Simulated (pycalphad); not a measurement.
All values are pycalphad results on the COST 507 light-alloy database (1999) (1 atm), not direct measurements. The database dates from 1999; later assessments differ in places, in temperatures and in the compounds included. Amounts are mole fractions of atoms.

Q: Give the equilibrium state of Al-4.01Si-2.65Mg (at.%) at 537 °C.

A: 
```
T = 810.00 K, P = 101325 Pa, N = 1 mol of atoms
G = -31329 J/mol, H = 13875 J/mol, S = 55.81 J/(mol K)  (SER reference)
chemical potentials (J/mol): Al -30838, Si -21893, Mg -62882
phase             fraction      x(Al)      x(Si)      x(Mg)
FCC_A1              0.9493     0.9833     0.0108     0.0060
MG2SI               0.0312       none     0.3333     0.6667
DIAMOND_A4          0.0195   4.05e-07     1.0000       none
```

Q: Give the equilibrium state of Al-4.01Si-2.65Mg (at.%) at 617 °C.

A: LIQUID, fraction 0.781, with 5.0 Si, 3.2 Mg at.%; FCC_A1, fraction 0.219, with 0.46 Si, 0.75 Mg at.%.

Database names, with the compositions (at.%) that they take in these runs: MG2SI: Mg 67 Si 33. FCC_A1 is fcc; DIAMOND_A4 is diamond (Si). An entry "none" or "no" means that the model of the phase leaves that element out.
